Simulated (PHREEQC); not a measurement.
Solution (25 °C): 1.7 mmol/kgw AlCl3 and 0.26 mmol/kgw Al(NO3)3. Closed to the air; pH follows from the charge balance.

The numbers come from PHREEQC with the ion-association model, phreeqc.dat.

No solid was allowed to form.

Question: Predict the pH, specific conductance.

Answer: pH 3.96; specific conductance 729 µS/cm.

Question: In which forms is Al present?

Answer: Al+3 94 %, AlOH+2 5.5 % of the Al.

Saturation is exceeded, for instance for Gibbsite (slow to form); the values hold only as long as no solid forms.
